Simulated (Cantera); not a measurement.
Mixture: CH₄ : O₂ : N₂ = 1 : 3.17 : 11.9 (molar parts), at 0.910 bar, adiabatic and at constant volume. Ignition delay is the time to a rise of 400 K.

Model: GRI-Mech 3.0 (53 species, 325 reactions), integrated in Cantera.

Problem. What does this change do: 0.16 parts H2 added?

Solution. 
```
quantity                                                before       after
--------------------------------------------------  ----------  ----------
delay at 1323 K                                        7.16 ms     2.43 ms
delay at 1423 K                                        2.24 ms    0.975 ms
delay at 1523 K                                       0.833 ms    0.446 ms
delay at 1623 K                                       0.365 ms    0.228 ms
apparent activation energy between 1573 and 1673 K  170 kJ/mol  140 kJ/mol
```
